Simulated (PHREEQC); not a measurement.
PHREEQC input (ion-association model, wateq4f.dat):

```
SOLUTION_MASTER_SPECIES
  An  An-  0  An  62.0  # stands for a non-complexing anion
SOLUTION_SPECIES
  An- = An-
    -log_k 0
    -gamma 3.0 0
PHASES
  Fix_H+
    H+ = H+
    -log_k 0
SOLUTION 1
  temp 25
  units mmol/kgw
  pH 7 charge
  Cl 0.0168
  Cu(2) 0.0084
  Na 10
  An 10
END
SELECTED_OUTPUT 1
  -reset false
  -pH true
  -pe true
  -ionic_strength true
  -water true
  -totals Cl Cu Na Cu(1) Cu(2)
  -molalities Hfo_wOH Hfo_wOH2+ Hfo_wO- Hfo_sOH Hfo_sOH2+ Hfo_sO- Hfo_sOCu+ Hfo_wOCu+
  -saturation_indices Cu(OH)2 Atacamite Halite
USER_PUNCH 1
  -headings sigma psi
  10 PUNCH EDL("sigma", "Hfo"), EDL("psi", "Hfo")
PRINT
  -reset false
USE solution 1
SURFACE 1
  Hfo_wOH 0.00179775 600 0.8
  Hfo_sOH 4.49438e-05
EQUILIBRIUM_PHASES 1
  Fix_H+ -4 HAn 10
    -force_equality true
  O2(g) -0.68 10
END
# ... the last block is repeated for the other 12 points of pH, with NaOH or the acid as the point needs
```

Selected output (columns that matter, 13 of 13 rows; pH added in front):

```
pH	mu	Cu	Na	m_Hfo_wOH	m_Hfo_wOH2+	m_Hfo_wO-	m_Hfo_sOH	m_Hfo_sOH2+	m_Hfo_sO-	si_Cu(OH)2	si_Atacamite	si_Halite	sigma	psi
4	0.010677	7.7421e-06	0.01	0.00071542	0.0010713	1.0945e-05	1.767e-05	2.6459e-05	2.7033e-07	-5.9266	-10.735	-8.4492	0.21855	0.18425
4.67	0.010395	3.8174e-06	0.01	0.0010313	0.00073229	3.3275e-05	2.3646e-05	1.679e-05	7.6292e-07	-4.8919	-9.3348	-8.4482	0.14467	0.16379
5.33	0.010228	4.9137e-07	0.01	0.0012308	0.00049532	7.0067e-05	2.6423e-05	1.0633e-05	1.5042e-06	-4.4619	-9.1344	-8.4475	0.088913	0.13933
6	0.010126	3.4372e-08	0.01	0.0013297	0.00035098	0.00011541	2.8283e-05	7.4654e-06	2.4547e-06	-4.2847	-9.4497	-8.4471	0.050046	0.11053
6.67	0.010064	2.6627e-09	0.01	0.0013664	0.00027306	0.00015664	2.9045e-05	5.8042e-06	3.3296e-06	-4.1738	-9.8978	-8.4469	0.025589	0.078046
7.33	0.010028	8.4529e-10	0.01	0.0013768	0.00023262	0.00018668	2.9265e-05	4.9444e-06	3.968e-06	-4.1041	-10.418	-8.4467	0.011119	0.043316
8	0.010014	8.0987e-10	0.01001	0.0013788	0.00020823	0.00020913	2.9306e-05	4.4261e-06	4.4452e-06	-4.056	-10.992	-8.4462	0.0015036	0.0065626
8.67	0.01004	8.8962e-10	0.010059	0.001377	0.00018751	0.00023164	2.9268e-05	3.9857e-06	4.9236e-06	-4.0104	-11.571	-8.4442	-0.0073714	-0.030412
9.33	0.010089	1.0299e-09	0.010138	0.001369	0.00016179	0.00026536	2.9098e-05	3.439e-06	5.6403e-06	-3.9464	-12.103	-8.441	-0.019574	-0.065815
10	0.010228	1.3307e-09	0.010328	0.0013416	0.00012524	0.00032924	2.8517e-05	2.6622e-06	6.9981e-06	-3.8352	-12.551	-8.4335	-0.040191	-0.09939
10.67	0.010724	2.0708e-09	0.01091	0.0012627	8.0663e-05	0.00045279	2.6839e-05	1.7146e-06	9.6244e-06	-3.6442	-12.84	-8.4116	-0.07471	-0.12928
11.33	0.012748	4.3889e-09	0.013074	0.0010727	3.8485e-05	0.00068493	2.2802e-05	8.1808e-07	1.456e-05	-3.323	-12.861	-8.3402	-0.13103	-0.1535
12	0.0222	2.0564e-08	0.022767	0.00065805	8.7847e-06	0.0011293	1.3993e-05	1.868e-07	2.4012e-05	-2.6827	-12.264	-8.1258	-0.22836	-0.16774
```

The database's constant for dissolved Cu(OH)2 is higher than later reviews accept.
